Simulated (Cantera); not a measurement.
An isothermal, constant-pressure homogeneous reactor starts with H2 : O2 : N2 = 0.91 : 1 : 2 (molar parts), equivalence ratio 0.46, at 1300 K and 0.987 atm.

Detailed kinetics in Cantera: the H2/O2 subset of GRI-Mech 3.0, which has no nitrogen chemistry. The temperature is held fixed by assumption; the heat of reaction is taken as removed at once.

One state of this run: x H2 = 1.43e-7; x O2 = 0.158; x HO2 = 6.30e-8; x H = 1.06e-9; x H2O2 = 1.56e-8; x O = 2.11e-7. x: mole fraction; the columns are a selection and need not sum to one.

### Question
Which value of t (s) does it belong to?
A. 0.0164
B. 0.00562
C. 9.00e-6
D. 3.51

### Answer
A, 0.0164
